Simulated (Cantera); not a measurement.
A closed system holds: 1 mol CH3Cl, 3 mol H2, equilibrated at 200 Pa.

Method: chemical equilibrium by Gibbs-energy minimisation in Cantera with the NASA 1993 tables (ideal gas, pure condensed phases). Candidate condensed phases: C, C6H6, C7H8, C8H18; 91 gas species. The numbers say what is thermodynamically allowed, not how fast it happens.

log p: log10 of the partial pressure in bar; n: condensed amount in mol.

```tsv
T (K)	log p H2	log p HCl	log p H	log p Cl	n C(graphite)
1098	-2.80	-3.40	-9.00	…	1.000
1173	-2.80	-3.40	-8.33	…	1.000
1248	-2.80	-3.40	-7.73	…	1.000
1323	-2.80	-3.40	-7.20	…	1.000
1398	-2.80	-3.40	-6.72	…	1.000
1473	-2.80	-3.40	-6.30	…	1.000
1548	-2.80	-3.40	-5.91	…	1.000
1623	-2.80	-3.40	-5.56	…	1.000
1698	-2.80	-3.40	-5.24	…	0.999
1773	-2.80	-3.40	-4.95	…	0.999
1848	-2.80	-3.41	-4.68	…	0.998
```

Complete the blanks.


- 1098, log p Cl: -9.65
- 1173, log p Cl: -8.99
- 1248, log p Cl: -8.40
- 1323, log p Cl: -7.88
- 1398, log p Cl: -7.41
- 1473, log p Cl: -6.99
- 1548, log p Cl: -6.61
- 1623, log p Cl: -6.26
- 1698, log p Cl: -5.95
- 1773, log p Cl: -5.66
- 1848, log p Cl: -5.40
